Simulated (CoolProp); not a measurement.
Vapour-liquid equilibrium of carbon dioxide (1) + CHF3 (R23) (2) at 241.4 K; x and y are mole fractions of (1).

The numbers come from the multi-fluid Helmholtz-energy mixture model, Span 1996 and Penoncello 2003; pair parameters Bell 2016 in CoolProp.

Give the bubble pressure and the first vapour's composition at x = 0.05, 0.8, 0.875. Is there an azeotrope?

x = 0.05: 0.9766 MPa, y = 0.071; x = 0.8: 1.303 MPa, y = 0.829; x = 0.875: 1.322 MPa, y = 0.891. No azeotrope shows between x = 0.05 and 0.95.

Pair parameters are fitted to limited data, so mixtures are less certain than the pure fluids.
